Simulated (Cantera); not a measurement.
A closed system holds: 1 mol Fe, 0.78 mol CO, 21 mol N2, at 1702 °C.

Cantera equilibrium calculation (NASA polynomials, part measured and part estimated; ideal gas, pure solids and liquids). Candidate condensed phases: C, Fe, Fe(CO)5, FeO, Fe2O3, Fe3O4; 27 gas species. The numbers say what is thermodynamically allowed, not how fast it happens.

x: gas mole fraction; n: condensed amount in mol.

```csv
P (Pa),x N2,x Fe,x CO,x CO2,x C2N2,x CN,n Fe(l)
10,0.922,0.0439,0.0342,9.97e-9,<1e-12,1.32e-8,0
120,0.922,0.0439,0.0342,2.01e-8,5.43e-12,2.28e-8,0
1600,0.948,0.0171,0.0352,4.16e-8,2.58e-10,4.30e-8,0.620
19000,0.963,[?],0.0358,[?],[?],7.21e-8,0.969
240000,0.964,[?],0.0358,[?],[?],7.45e-8,0.998
3000000,0.964,9.15e-6,0.0358,1.52e-6,7.35e-7,5.30e-8,1.000
```

Question: Complete the blanks.

Answer: 
- 19000, x Fe: 0.00144
- 19000, x CO2: 8.89e-8
- 19000, x C2N2: 8.60e-9
- 240000, x Fe: 0.000114
- 240000, x CO2: 3.07e-7
- 240000, x C2N2: 1.16e-7
